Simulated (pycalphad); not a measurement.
An equivalent pycalphad script:

```python
from pycalphad import Database, equilibrium, calculate, variables as v
import numpy as np
db = Database('COST507.tdb')
comps = ['AL', 'FE', 'SI', 'VA']
phases = ['AL13FE4', 'AL2FE', 'AL5FE2', 'AL5FE4', 'ALFESI_ALPHA', 'ALFESI_BETA', 'ALFESI_DELTA', 'ALFESI_GAMMA', 'ALFESI_TAU1', 'ALFESI_TAU3', 'BCC_B2', 'DIAMOND_A4', 'FCC_A1', 'FE2SI', 'FE5SI3', 'FESI', 'FESI2_H', 'FESI2_L', 'LIQUID']
eq = equilibrium(db, comps, phases, {v.X('FE'): 0.0132, v.X('SI'): 0.0066, v.T: np.arange(1850, 499, -50), v.P: 101325, v.N: 1}, output=['HM', 'SM'])
```

Computed with pycalphad from the COST 507 light-alloy database (1999), at 1 atm. The data set is of 1999 and partly superseded. Phase fractions are per mole of atoms.

Results at three of the temperatures:

```
T = 1550.00 K, P = 101325 Pa, N = 1 mol of atoms
G = -89237 J/mol, H = 47453 J/mol, S = 88.19 J/(mol K)  (SER reference)
chemical potentials (J/mol): Al -87538, Fe -193377, Si -133336
phase             fraction      x(Al)      x(Fe)      x(Si)
LIQUID              1.0000     0.9802     0.0132     0.0066
```

```
T = 1050.00 K, P = 101325 Pa, N = 1 mol of atoms
G = -48039 J/mol, H = 31564 J/mol, S = 75.81 J/(mol K)  (SER reference)
chemical potentials (J/mol): Al -46578, Fe -145275, Si -70432
phase             fraction      x(Al)      x(Fe)      x(Si)
LIQUID              1.0000     0.9802     0.0132     0.0066
```

```
T = 500.00 K, P = 101325 Pa, N = 1 mol of atoms
G = -17056 J/mol, H = 3568 J/mol, S = 41.25 J/(mol K)  (SER reference)
chemical potentials (J/mol): Al -15579, Fe -127439, Si -15646
phase             fraction      x(Al)      x(Fe)      x(Si)
FCC_A1              0.9305     1.0000   3.75e-08   3.92e-05
ALFESI_ALPHA        0.0695     0.7155     0.1900     0.0945
```

Changes of the phase set, refined by bisection:

```
T (K)                  phases above                  phases below
-----  ----------------------------  ----------------------------
965.0                        liquid              AL13FE4 + liquid
923.2              AL13FE4 + liquid        AL13FE4 + fcc + liquid
904.8        AL13FE4 + fcc + liquid  AL13FE4 + ALFESI_ALPHA + fcc
822.3  AL13FE4 + ALFESI_ALPHA + fcc            ALFESI_ALPHA + fcc
```

Database names, with the compositions (at.%) that they take in these runs: AL13FE4: Al 76 Fe 24; ALFESI_ALPHA: Al 72-74 Fe 19 Si 7-9. FCC_A1 is fcc.
